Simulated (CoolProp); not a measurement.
Vapour-liquid equilibrium of toluene (1) + n-octane (2) at 328.4 K; x and y are mole fractions of (1).

The numbers come from the multi-fluid Helmholtz-energy mixture model, Lemmon 2006 and Beckmüller 2019; pair parameters Bell 2016 in CoolProp.

Problem. Give the bubble pressure and the first vapour's composition at x = 0.2, 0.35, 0.95. Is there an azeotrope?

Solution. x = 0.2: 10.82 kPa, y = 0.361; x = 0.35: 12.15 kPa, y = 0.524; x = 0.95: 15.19 kPa, y = 0.958. No azeotrope shows between x = 0.05 and 0.95.

Pair parameters are fitted to limited data, so mixtures are less certain than the pure fluids.
